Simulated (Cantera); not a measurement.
Feed: 1 mol B2O3, 0.93 mol Cl2, 59 mol N2, at 7.50 Torr.

Equilibrium computed with Cantera from the NASA thermochemical tables; the gas is ideal and each condensed phase is pure. Candidate condensed phases: B, BN, B2O3; 25 gas species. The tables' values for BOCl are old estimates; treat these amounts as uncertain. Equilibrium is a limit: real reactors are often held back by kinetics, nucleation or transport. All values below are at 1100 °C.

Base state: N2 0.975, Cl 0.0181, Cl2 0.00617, BOCl 0.000298, B2O3 0.000125, O2 7.91e-5, NO 1.34e-5, BCl3 1.23e-5 (mole fractions); condensed: B2O3(l).

Task: What changes in the equilibrium state with this change: pressure from 7.50 Torr to 0.0825 Torr?

Result: 
```tsv
species	before	after
N2	0.975	0.958
Cl	0.0181	0.0288
B2O3	0.000125	0.0114
BCl3	1.23e-5	7.75e-8
BO2	2.87e-6	0.000111
Cl2	0.00617	0.000172
B2O3(l), mol	0.983	0.261
```
